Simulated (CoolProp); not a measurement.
c-C4F8 (RC318) at 293.15 K and 5.44 MPa is throttled through a valve to 1.89 MPa with no heat exchange. Each further row changes one setting.

Computed with CoolProp (reference Helmholtz-energy equation of state, Platzer 1990). This equation is an older, rougher fit; its heat capacities, sound speeds and derivatives of the liquid may be far off and weren't checked against measurements.

```
case                       temperature change (K)  final density (kg/m³)
-------------------------  ----------------------  ---------------------
as stated                                     [?]                   1530
outlet pressure 0.567 MPa                     [?]                   1520
outlet pressure 2.46 MPa                      [?]                   1530
```

**Question.** Fill in the missing entries.

**Answer.** 
- as stated, temperature change (K): +0.6
- outlet pressure 0.567 MPa, temperature change (K): +0.8
- outlet pressure 2.46 MPa, temperature change (K): +0.5
